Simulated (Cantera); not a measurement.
An isothermal, constant-pressure homogeneous reactor starts with NO : N₂ = 1 : 12 (molar parts), at 1975 K and 10.00 Torr. Integrator tolerance rtol = 1e-08.

Computed with Cantera and GRI-Mech 3.0 (53 species, 325 reactions). Radical loss at walls, strong at low pressure, is not modelled.

Task: What does this change do: temperature 1975 to 2075 K?

Result: 
```
quantity                                            before                                    after
---------------  -----------------------------------------  ---------------------------------------
x(NO) at 100 s     0.00969 (gas-phase equilibrium 0.00329)  0.00425 (gas-phase equilibrium 0.00424)
x(O) at 100 s    0.000875 (gas-phase equilibrium 0.000915)  0.00191 (gas-phase equilibrium 0.00191)
x(N₂O) at 100 s    4.97e-8 (gas-phase equilibrium 2.36e-8)  3.02e-8 (gas-phase equilibrium 3.02e-8)
x(NO₂) at 100 s    7.99e-7 (gas-phase equilibrium 2.84e-7)  3.07e-7 (gas-phase equilibrium 3.07e-7)
x(N₂) at 100 s         0.956 (gas-phase equilibrium 0.959)      0.958 (gas-phase equilibrium 0.958)
```

Task: What does this change do: temperature 1975 to 1900 K?

Result: 
```tsv
quantity	before	after
x(NO) at 100 s	0.00969 (gas-phase equilibrium 0.00329)	0.0391 (gas-phase equilibrium 0.00266)
x(O) at 100 s	0.000875 (gas-phase equilibrium 0.000915)	0.000365 (gas-phase equilibrium 0.000499)
x(N₂O) at 100 s	4.97e-8 (gas-phase equilibrium 2.36e-8)	5.42e-7 (gas-phase equilibrium 1.93e-8)
x(NO₂) at 100 s	7.99e-7 (gas-phase equilibrium 2.84e-7)	2.76e-6 (gas-phase equilibrium 2.65e-7)
x(N₂) at 100 s	0.956 (gas-phase equilibrium 0.959)	0.942 (gas-phase equilibrium 0.960)
```
